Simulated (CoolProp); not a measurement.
A simple Rankine cycle with R236EA: condensing at 329.15 K, boiler at 2.45 MPa, turbine inlet 409.9 K, turbine efficiency 0.8, pump efficiency 0.6, no recuperator. Each further row changes one setting.

Computed with CoolProp (reference Helmholtz-energy equation of state, Rui 2013).

```
case                             thermal efficiency (%)  net work (kJ/kg)  heat in (kJ/kg)  turbine exit temperature (K)  volume ratio over the turbine
-------------------------------  ----------------------  ----------------  ---------------  ----------------------------  -----------------------------
as stated                                           9.4                 …              193                             …                           5.48
condensing temperature 321.15 K                       …              21.3                …                         361.5                           6.92
boiler pressure 1.72 MPa                              …                 …              205                         380.7                              …
turbine efficiency 0.7                              8.1                 …              193                         368.8                           5.53
```

Task: Fill in the missing entries.

Result: 
- as stated, net work (kJ/kg): 18.1
- as stated, turbine exit temperature (K): 366.2
- condensing temperature 321.15 K, thermal efficiency (%): 10.5
- condensing temperature 321.15 K, heat in (kJ/kg): 203
- boiler pressure 1.72 MPa, thermal efficiency (%): 7.7
- boiler pressure 1.72 MPa, net work (kJ/kg): 15.7
- boiler pressure 1.72 MPa, volume ratio over the turbine: 3.44
- turbine efficiency 0.7, net work (kJ/kg): 15.6
